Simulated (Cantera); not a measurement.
An isothermal, constant-pressure homogeneous reactor starts with 15.9 % CH4, 54.0 % CO2, 30.2 % H2, at 1423 K and 10.0 bar.

Detailed kinetics in Cantera: GRI-Mech 3.0 (53 species, 325 reactions).

### Question
Predict: x(CH4) at 10.0 s; x(CO2) at 10.0 s; x(H2) at 10.0 s; x(CH2O) at 10.0 s; x(CH3) at 10.0 s; x(CH2CO) at 10.0 s.

### Answer
```
Quantity                                              Result
------------------  ----------------------------------------
x(CH4) at 10.0 s      0.0887 (gas-phase equilibrium 6.77e-5)
x(CO2) at 10.0 s         0.231 (gas-phase equilibrium 0.112)
x(H2) at 10.0 s          0.134 (gas-phase equilibrium 0.292)
x(CH2O) at 10.0 s    6.33e-7 (gas-phase equilibrium 5.49e-7)
x(CH3) at 10.0 s     1.02e-5 (gas-phase equilibrium 5.31e-9)
x(CH2CO) at 10.0 s  5.06e-6 (gas-phase equilibrium 9.49e-10)
```
